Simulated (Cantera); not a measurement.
A closed system holds: 1 mol SiCl4, 5 mol H2, equilibrated at 2.00 bar.

Cantera equilibrium calculation (NASA polynomials, part measured and part estimated; ideal gas, pure solids and liquids). Candidate condensed phases: Si; 19 gas species. The tables' values for SiCl3 are old estimates; treat these amounts as uncertain. Equilibrium is a limit: real reactors are often held back by kinetics, nucleation or transport. All values below are at 1298 K.

Base state: H2 0.758, SiCl4 0.0982, HCl 0.0772, SiHCl3 0.0436, SiCl3 0.0116, SiCl2 0.00821, SiH2Cl2 0.00272, SiH3Cl 4.78e-5 (mole fractions); condensed: gas only.

Q: What changes in the equilibrium state with this change: pressure from 2.00 bar to 12.0 bar?

A: 
```csv
species,before,after
H2,0.758,0.765
SiCl4,0.0982,0.103
HCl,0.0772,0.0686
SiHCl3,0.0436,0.0518
SiCl3,0.0116,0.00561
SiCl2,0.00821,0.00183
SiH3Cl,4.78e-5,7.32e-5
SiH2Cl2,0.00272,0.00367
```
